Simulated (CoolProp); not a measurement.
Vapour-liquid equilibrium of R114 (1) + ethanol (2) at 377.1 K; x and y are mole fractions of (1).

The numbers come from the multi-fluid Helmholtz-energy mixture model, Platzer 1990 and Schroeder 2014; pair parameters Bell 2016 in CoolProp. This equation is an older, rougher fit; its heat capacities, sound speeds and derivatives of the liquid may be far off and weren't checked against measurements.

```csv
x,bubble pressure (kPa),y at the bubble point,dew pressure at overall composition x (kPa),liquid density (mol/L)
0.05,458.2,0.445,269.7,14.72
0.15,883.4,0.724,301.4,13.46
0.25,1224,0.808,341.3,12.31
0.35,1412,0.839,392.8,11.25
0.45,1472,0.848,461.9,10.28
0.55,1476,0.848,559.7,9.402
0.65,1478,0.849,709.4,8.609
0.75,1499,0.858,967.3,7.918
0.85,1533,0.886,1478,7.343
0.95,1550,0.948,1550,6.899
```

y crosses x between x = 0.85 and 0.95: the model has an azeotrope there.

The pair parameters rest on a limited set of measurements; away from them the model extrapolates. With so large a gap from Raoult's law the liquid may split in two, which this calculation doesn't test in full.
